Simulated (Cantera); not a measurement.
Feed: 1 mol CuO, 0.38 mol CH4, 8.7 mol H2, at 1200 K and 13.3 mbar.

Cantera equilibrium calculation (NASA polynomials, part measured and part estimated; ideal gas, pure solids and liquids). Candidate condensed phases: C, C6H6, C7H8, C8H18, Cu, CuO, Cu(OH)2, Cu2O, H2O; 113 gas species. Rates play no part.

Base state: H2 0.900, H2O 0.0612, CO 0.0368, CO2 0.00182 (mole fractions); condensed: Cu(s).

**Question.** What changes in the equilibrium state with this change: CH4 from 0.38 to 3.2 mol?

**Answer.** 
```csv
species,before,after
H2,0.900,0.938
CO,0.0368,0.0621
CH4,3.20e-8,0.000185
H2O,0.0612,2.01e-5
CO2,0.00182,9.72e-7
"Cu(s), mol",1.000,1.000
"C(graphite), mol",0,2.20
```
